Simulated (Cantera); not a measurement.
Feed: 1 mol TEOS, 2.5 mol CO₂, 3.1 mol N₂O, held at 750 Torr.

Method: chemical equilibrium by Gibbs-energy minimisation in Cantera with the NASA 1993 tables (ideal gas, pure condensed phases). Candidate condensed phases: C, C₆H₆, C₇H₈, C₈H₁₈, H₂O, Si, SiC, SiO₂, Si₂N₂O, Si₃N₄; 151 gas species. The feed counts by its element totals alone. The tables hold silica as quartz up to 1696 K and as liquid above; real silica turns to tridymite and cristobalite and melts near 1996 K. Kinetics and transport are ignored.

### Question
Which condensed phases are stable at each of these points (T (K)): 523, 623, 723, 823, 923, 1023, 1123, 1223, 1323, 1423, 1523?

### Answer
```json
[
 {"T (K)": "523", "condensed phases": "C(graphite) + SiO₂(α-quartz)", "Si condensed (%)": "100.0"},
 {"T (K)": "623", "condensed phases": "C(graphite) + SiO₂(α-quartz)", "Si condensed (%)": "100.0"},
 {"T (K)": "723", "condensed phases": "C(graphite) + SiO₂(α-quartz)", "Si condensed (%)": "100.0"},
 {"T (K)": "823", "condensed phases": "C(graphite) + SiO₂(α-quartz)", "Si condensed (%)": "100.0"},
 {"T (K)": "923", "condensed phases": "C(graphite) + SiO₂(β-quartz)", "Si condensed (%)": "100.0"},
 {"T (K)": "1023", "condensed phases": "C(graphite) + SiO₂(β-quartz)", "Si condensed (%)": "100.0"},
 {"T (K)": "1123", "condensed phases": "C(graphite) + SiO₂(β-quartz)", "Si condensed (%)": "100.0"},
 {"T (K)": "1223", "condensed phases": "C(graphite) + SiO₂(β-quartz)", "Si condensed (%)": "100.0"},
 {"T (K)": "1323", "condensed phases": "C(graphite) + SiO₂(β-quartz)", "Si condensed (%)": "100.0"},
 {"T (K)": "1423", "condensed phases": "C(graphite) + SiO₂(β-quartz)", "Si condensed (%)": "100.0"},
 {"T (K)": "1523", "condensed phases": "C(graphite) + SiO₂(β-quartz)", "Si condensed (%)": "100.0"}
]
```

From 523 K to 823 K the condensed part is C(graphite) + SiO₂(α-quartz). From 923 K to 1523 K the condensed part is C(graphite) + SiO₂(β-quartz).
